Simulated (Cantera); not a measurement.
# Hydrocarbon pyrolysis for carbon deposition

A perfectly stirred reactor is fed with 2.44 % C₂H₆, 97.6 % N₂, at 95000 Pa; it is held at 1323 K, and followed from long to short residence time.

Cantera simulation using GRI-Mech 3.0 (53 species, 325 reactions); the numbers are that mechanism's predictions, not measurements. GRI-Mech 3.0 stops at C3 and has no aromatics, soot or wall deposition, so with more carbon than oxygen in the feed, carbon stays in small species such as C2H2 where larger ones or solid carbon would form.

| τ (s) | x C₂H₆ | x CH₂ | x C₂H | x H₂ | x CH₃ | x C₂H₄ | x HCN |
|---|---|---|---|---|---|---|---|
| 9.4 | 4.43e-5 | 8.26e-11 | 3.00e-10 | 0.0345 | 4.30e-6 | 0.00155 | 9.38e-10 |
| 2.0 | 0.000113 | 2.22e-10 | 5.51e-10 | 0.0360 | 6.34e-6 | 0.00207 | 1.09e-9 |
| 0.44 | 0.000301 | 5.95e-10 | 9.24e-10 | 0.0358 | 9.75e-6 | 0.00314 | 1.24e-9 |
| 0.094 | 0.000899 | 1.70e-9 | 1.31e-9 | 0.0328 | 1.67e-5 | 0.00562 | 1.39e-9 |
| 0.020 | 0.00297 | 5.09e-9 | 1.32e-9 | 0.0255 | 3.19e-5 | 0.00982 | 1.54e-9 |
| 0.0044 | 0.00939 | 1.31e-8 | 6.53e-10 | 0.0147 | 6.11e-5 | 0.0107 | 1.54e-9 |
| 0.00094 | 0.0191 | 1.90e-8 | 1.35e-10 | 0.00464 | 8.65e-5 | 0.00450 | 1.20e-9 |
x: mole fraction; the columns are a selection and need not sum to one.
